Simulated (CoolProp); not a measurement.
Octamethylcyclotetrasiloxane (D4) along the isotherm 303.8 K: density (kg/m³) from the reference equation and from simpler models built on Tc = 586.5 K, pc = 1.347 MPa, ω = 0.598; each cubic takes its own stable root.

Model: reference Helmholtz-energy equation of state, Thol 2015, in CoolProp.

```tsv
p (MPa)	phase	reference
0.211	liquid	944.6
0.421	liquid	944.9
0.632	liquid	945.2
0.842	liquid	945.5
1.05	liquid	945.8
1.26	liquid	946.1
1.47	liquid	946.5
1.68	liquid	946.8
1.89	liquid	947.1
2.11	liquid	947.4
2.32	liquid	947.7
2.53	liquid	948.0
2.74	liquid	948.3
2.95	liquid	948.6
3.16	liquid	948.9
3.37	liquid	949.2
```

Task: How far does each simpler model (Redlich-Kwong, Soave-Redlich-Kwong, Peng-Robinson) lie from the reference over these 16 states: mean and median of the absolute difference, and the worst?

Result: 
- Redlich-Kwong: mean 16.0 %, median 15.9 %, worst -16.4 % at 303.8 K and 0.211 MPa
- Soave-Redlich-Kwong: mean 11.5 %, median 11.5 %, worst -11.6 % at 303.8 K and 0.211 MPa
- Peng-Robinson: mean 0.7 %, median 0.7 %, worst -0.7 % at 303.8 K and 0.211 MPa
